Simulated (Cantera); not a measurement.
# Adiabatic ignition

An adiabatic, constant-pressure homogeneous reactor starts with 3.98 % CH4, 0.322 % C2H6, 1.83 % C3H8, 8.68 % O2, 85.2 % N2, equivalence ratio 2.1, at 1500 K and 27.0 bar.

Computed with Cantera and GRI-Mech 3.0 (53 species, 325 reactions). GRI-Mech 3.0 was tuned for natural gas; its chemistry of propane as a main component is partial and can be far from experiment. The pressure lies above the range GRI-Mech 3.0 was tuned for (to about 10 atm).

```tsv
t (s)	T (K)	x CH4	x C2H6	x C3H8	x CH3	x H2	x NO2	x H2O2
4.00e-6	1499	0.0396	0.00339	0.0170	0.000320	0.000486	<1e-12	5.51e-6
1.11e-5	1503	0.0390	0.00381	0.0142	0.000333	0.00186	1.36e-12	9.84e-6
3.06e-5	1670	0.0284	0.00207	0.000922	0.000866	0.0209	2.80e-10	2.46e-5
8.46e-5	2122	0.00515	6.68e-6	3.25e-9	0.000294	0.0537	8.12e-12	5.30e-9
0.000234	2111	0.00283	1.71e-6	4.47e-10	0.000141	0.0639	2.60e-12	1.37e-10
0.000647	2103	0.00198	7.43e-7	1.41e-10	8.99e-5	0.0717	2.86e-12	9.95e-11
0.00179	2095	0.00130	2.72e-7	3.41e-11	5.21e-5	0.0811	3.09e-12	6.60e-11
0.00495	2087	0.000433	2.71e-8	1.28e-12	1.57e-5	0.0886	3.31e-12	4.69e-11
0.0137	2084	8.11e-6	1.19e-11	<1e-12	2.85e-7	0.0907	3.72e-12	4.29e-11
0.0378	2084	2.11e-8	<1e-12	<1e-12	7.44e-10	0.0907	3.45e-12	4.30e-11
0.105	2084	2.10e-8	<1e-12	<1e-12	7.41e-10	0.0907	2.79e-12	4.30e-11
0.289	2084	2.09e-8	<1e-12	<1e-12	7.38e-10	0.0907	1.97e-12	4.29e-11
0.800	2084	2.09e-8	<1e-12	<1e-12	7.37e-10	0.0907	1.45e-12	4.29e-11
```
x: mole fraction; the columns are a selection and need not sum to one.

- time of steepest temperature rise: 33.1 µs
- temperature at 0.800 s: 2084 K
- equilibrium temperature: 2084 K
- x(CH4) at 0.800 s: 2.09e-8 (gas-phase equilibrium 2.30e-8)
- x(C2H6) at 0.800 s: <1e-12 (gas-phase equilibrium <1e-12)
- x(C3H8) at 0.800 s: <1e-12 (gas-phase equilibrium <1e-12)
